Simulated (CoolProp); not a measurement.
A Linde-Hampson liquefier for carbon monoxide: isothermal reversible compression at 230 K from 1 atm to 5 MPa, throttling to 1 atm, return gas leaving the recuperator 5 K below the feed. Each further row changes one setting.

Computed with CoolProp (reference Helmholtz-energy equation of state, Lemmon 2006). It is a short technical equation, of lower accuracy than the large ones.

```tsv
case	liquid yield per pass	compression work (kJ/kg of gas)
as stated	0.043	261
high pressure 10 MPa	0.097	305
warm-end temperature 260 K	0.028	298
warm-end gap 10 K	0.030	261
```
